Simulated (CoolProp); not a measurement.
Model: reference Helmholtz-energy equation of state, Thol 2018, in CoolProp.

Problem. Give the vapour pressure (kPa), liquid density (kg/m³), vapour density (kg/m³), enthalpy of vaporisation (kJ/kg) of saturated hydrogen chloride at 293.9 K.

Solution. 
```
T (K)  p (kPa)  liquid density (kg/m³)  vapour density (kg/m³)  enthalpy of vaporisation (kJ/kg)
-----  -------  ----------------------  ----------------------  --------------------------------
293.9     4300                     833                     101                               253
```
